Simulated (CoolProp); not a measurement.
Vapour-liquid equilibrium of n-hexane (1) + benzene (2) at 409.4 K; x and y are mole fractions of (1).

The numbers come from the multi-fluid Helmholtz-energy mixture model, Thol 2019 and Thol 2012; pair parameters Bell 2016 in CoolProp.

**Question.** Give the bubble pressure and the first vapour's composition at x = 0.35, 0.65, 0.8. Is there an azeotrope?

**Answer.** x = 0.35: 5.276 bar, y = 0.423; x = 0.65: 5.621 bar, y = 0.677; x = 0.8: 5.696 bar, y = 0.808. y crosses x between x = 0.8 and 0.95: the model has an azeotrope there.

Pair parameters are fitted to limited data, so mixtures are less certain than the pure fluids.
